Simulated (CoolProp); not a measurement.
A simple Rankine cycle with ammonia: condensing at 320.15 K, boiler at 5.98 MPa, turbine inlet 375.9 K, turbine efficiency 0.65, pump efficiency 0.7, no recuperator. Each further row changes one setting.

Model: reference Helmholtz-energy equation of state, Gao 2020, in CoolProp.

| case | thermal efficiency (%) | net work (kJ/kg) | heat in (kJ/kg) | turbine exit temperature (K) | volume ratio over the turbine |
|---|---|---|---|---|---|
| as stated | 7.4 | 76.7 | 1040 | 320.2 | 3.09 |
| turbine inlet 395.9 K | 7.7 | 87.8 | 1140 | 320.2 | 2.83 |
| condensing temperature 312.15 K | 8.5 | 91.6 | 1080 | 312.1 | 3.80 |
| boiler pressure 4.19 MPa | 5.6 | 64.1 | 1140 | 323.5 | 2.03 |
| turbine efficiency 0.55 | 6.1 | 63.3 | 1040 | 320.2 | 3.13 |

The expansion ends wet for: as stated; turbine inlet 395.9 K; condensing temperature 312.15 K; turbine efficiency 0.55.
